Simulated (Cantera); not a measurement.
A Cantera script and what it prints.

```python
import numpy as np
import cantera as ct

gas_names = """
    H HO2 H2 H2O H2O2 O OH O2 O3 Si SiH SiH2 SiH3 SiH4 SiO SiO2 Si2 Si3
""".split()
cond_names = """
    H2O(s) H2O(L) Si(cr) Si(L) SiO2(Lqz) SiO2(hqz) SiO2(L)
""".split()


# ... load() reads the species with a 1 bar reference pressure and builds the phases ...
atoms = {
    'Si': {'Si': 1},
    'O2': {'O': 2},
    'H2': {'H': 2},
}
top_T = {}  # K; cautious upper limits of use, not melting points


# ... equilibrate(T, P, feed) seeds the gas with the atoms and calls Mixture.equilibrate('TP', solver="vcs", rtol=1e-11, max_steps=5000) ...
results = []
feed = {'Si': 1, 'O2': 0.0018, 'H2': 450}  # mol
P = 520  # Pa
for T in [1625, 1675, 1725, 1775, 1825, 1875, 1925, 1975, 2025, 2075, 2125, 2175]:
    mix = equilibrate(T, P, feed)
    results.append((T, P, feed, dict(zip(mix.species_names, mix.species_moles))))
    x = sorted(zip(gas.X, gas.species_names), reverse=True)
    print(f"T = {T:g} K  P = {P:g} Pa  gas = {mix.phase_moles(0):.4g} mol")
    print("   x: " + "  ".join(f"{s} {v:.3e}" for v, s in x if v > 1e-06))
    print("   condensed (mol): " + ("  ".join(f"{mix.phase(i).name} {mix.phase_moles(i):.4g}"
          for i in range(1, mix.n_phases) if mix.phase_moles(i) > 1e-12) or "none"))
```

Result:

```
T = 1625 K  P = 520 Pa  gas = 450.2 mol
   x: H2 9.990e-01  H 9.779e-04  Si 3.133e-05  SiO 7.996e-06  SiH2 6.604e-06  SiH 4.499e-06
   condensed (mol): Si(cr) 0.9772
T = 1675 K  P = 520 Pa  gas = 450.4 mol
   x: H2 9.983e-01  H 1.609e-03  Si 8.346e-05  SiH2 1.123e-05  SiH 1.010e-05  SiO 7.993e-06
   condensed (mol): Si(cr) 0.9488
T = 1725 K  P = 520 Pa  gas = 450.7 mol
   x: H2 9.972e-01  H 2.572e-03  Si 1.952e-04  SiH 2.009e-05  SiH2 1.719e-05  SiO 7.988e-06
   condensed (mol): Si(L) 0.8905
T = 1775 K  P = 520 Pa  gas = 451.1 mol
   x: H2 9.955e-01  H 4.005e-03  Si 4.221e-04  SiH 3.727e-05  SiH2 2.492e-05  SiO 7.980e-06  Si2 2.363e-06
   condensed (mol): Si(L) 0.775
T = 1825 K  P = 520 Pa  gas = 451.8 mol
   x: H2 9.929e-01  H 6.086e-03  Si 8.745e-04  SiH 6.677e-05  SiH2 3.536e-05  SiO 7.968e-06  Si2 5.693e-06  Si3 1.336e-06
   condensed (mol): Si(L) 0.5482
T = 1875 K  P = 520 Pa  gas = 452.9 mol
   x: H2 9.890e-01  H 9.040e-03  Si 1.742e-03  SiH 1.158e-04  SiH2 4.915e-05  Si2 1.307e-05  SiO 7.949e-06  Si3 2.988e-06
   condensed (mol): Si(L) 0.1169
T = 1925 K  P = 520 Pa  gas = 453.9 mol
   x: H2 9.847e-01  H 1.316e-02  Si 2.012e-03  SiH 1.172e-04  SiH2 4.035e-05  Si2 1.039e-05  SiO 7.931e-06  Si3 1.392e-06
   condensed (mol): none
T = 1975 K  P = 520 Pa  gas = 455.2 mol
   x: H2 9.790e-01  H 1.878e-02  Si 2.040e-03  SiH 1.048e-04  SiH2 2.954e-05  SiO 7.908e-06  Si2 6.529e-06
   condensed (mol): none
T = 2025 K  P = 520 Pa  gas = 457 mol
   x: H2 9.715e-01  H 2.631e-02  Si 2.056e-03  SiH 9.357e-05  SiH2 2.180e-05  SiO 7.878e-06  Si2 4.155e-06
   condensed (mol): none
T = 2075 K  P = 520 Pa  gas = 459.3 mol
   x: H2 9.616e-01  H 3.622e-02  Si 2.064e-03  SiH 8.357e-05  SiH2 1.622e-05  SiO 7.838e-06  Si2 2.682e-06
   condensed (mol): none
T = 2125 K  P = 520 Pa  gas = 462.3 mol
   x: H2 9.488e-01  H 4.905e-02  Si 2.065e-03  SiH 7.465e-05  SiH2 1.216e-05  SiO 7.787e-06  Si2 1.756e-06
   condensed (mol): none
T = 2175 K  P = 520 Pa  gas = 466.2 mol
   x: H2 9.325e-01  H 6.537e-02  Si 2.059e-03  SiH 6.665e-05  SiH2 9.164e-06  SiO 7.721e-06  Si2 1.164e-06
   condensed (mol): none
```

Method: chemical equilibrium by Gibbs-energy minimisation in Cantera with the NASA 1993 tables (ideal gas, pure condensed phases). Gases not in the tables: Si2H6 and higher silanes.
